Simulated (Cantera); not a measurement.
Input (Python, Cantera) and output of one run.

```python
import numpy as np
import cantera as ct

gas_names = [...]  # 103 gases of nasa_gas.yaml made of C, Cl, H
cond_names = """
    C(gr) C6H6(L) C7H8(L) C8H18(L),n-octa
""".split()


# ... load() reads the species with a 1 bar reference pressure and builds the phases ...
atoms = {
    'CCl4': {'C': 1, 'CL': 4},
    'H2': {'H': 2},
}
top_T = {'C(gr)': 4500}  # K; cautious upper limits of use, not melting points


# ... equilibrate(T, P, feed) seeds the gas with the atoms and calls Mixture.equilibrate('TP', solver="vcs", rtol=1e-11, max_steps=5000) ...
results = []
feed = {'CCl4': 1, 'H2': 0.7}  # mol
P = 2.1  # Pa
for T in [3000, 3250, 3500, 3750, 4000, 4250, 4500, 4750, 5000]:
    mix = equilibrate(T, P, feed)
    results.append((T, P, feed, dict(zip(mix.species_names, mix.species_moles))))

top = {s: max(r[3][s] / sum(r[3][g] for g in gas_names) for r in results) for s in gas_names}
cols = sorted((s for s in top if top[s] > 1e-05), key=lambda s: -top[s])[:7]
seen = [c for c in cond_names if any(r[3].get(c, 0) > 1e-12 for r in results)]
print("log10 of partial pressures in bar; condensed amounts in mol")
print(f"{'T/K':>10s}" + "".join(f"{s[:9]:>10s}" for s in cols + seen))
for T, P, feed, n in results:
    ng = sum(n[g] for g in gas_names)
    print(f"{T:10.4g}" + "".join(f"{np.log10(max(n[s] / ng * P / 1e5, 1e-99)):10.3f}" for s in cols)
          + "".join(f"{n.get(c, 0):10.4g}" for c in seen))
```

Result:

```
log10 of partial pressures in bar; condensed amounts in mol
       T/K        CL         H         C  Electron        C2        C+        C3
      3000    -4.877    -5.334    -5.534   -11.056    -6.976   -11.059    -7.222
      3250    -4.881    -5.337    -5.489   -10.261    -7.706   -10.269    -8.882
      3500    -4.882    -5.338    -5.485    -9.593    -8.400    -9.606   -10.408
      3750    -4.882    -5.338    -5.484    -9.012    -9.008    -9.031   -11.741
      4000    -4.882    -5.338    -5.484    -8.500    -9.542    -8.528   -12.910
      4250    -4.882    -5.338    -5.485    -8.047   -10.015    -8.083   -13.944
      4500    -4.882    -5.338    -5.487    -7.641   -10.438    -7.689   -14.867
      4750    -4.883    -5.339    -5.491    -7.276   -10.821    -7.337   -15.700
      5000    -4.885    -5.340    -5.499    -6.947   -11.174    -7.022   -16.463
```

Cantera equilibrium calculation (NASA polynomials, part measured and part estimated; ideal gas, pure solids and liquids).
